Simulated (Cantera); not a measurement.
## Reactions in the system Ca-F-O

Source: NASA polynomial tables (part measured, part estimated), evaluated in Cantera. Values are per mole of reaction as written; species without (g) are pure solids or liquids, kept so even where they would boil at 1 bar.

3 CaO + 6 F(g) = O3(g) + 3 CaF2

| T (K) | ΔH° (kJ) | ΔS° (J/K) | ΔG° (kJ) | log10 K |
|---|---|---|---|---|
| 1850 | -1926.6 | -506.5 | -989.6 | 27.94 |
| 1950 | -1920.0 | -503.0 | -939.2 | 25.16 |
| 2050 | -1913.2 | -499.6 | -889.0 | 22.65 |
| 2150 | -1906.4 | -496.3 | -839.2 | 20.39 |
| 2250 | -1899.4 | -493.2 | -789.8 | 18.33 |
| 2350 | -1892.3 | -490.1 | -740.6 | 16.46 |
